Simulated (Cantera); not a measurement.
Source: NASA polynomial tables (part measured, part estimated), evaluated in Cantera. Values are per mole of reaction as written; species without (g) are pure solids or liquids, kept so even where they would boil at 1 bar.

Between 300 and 550 K, where is each reaction favourable under standard conditions?
- AlCl3 + 3 H(g) ⇌ 3 HCl(g) + Al(g)


- AlCl3 + 3 H(g) ⇌ 3 HCl(g) + Al(g): ΔG° is 23 kJ at 300 K and -34 kJ at 550 K; it changes sign between 375 and 400 K. ΔH° is 54 kJ and ΔS° 160 J/K at 550 K.
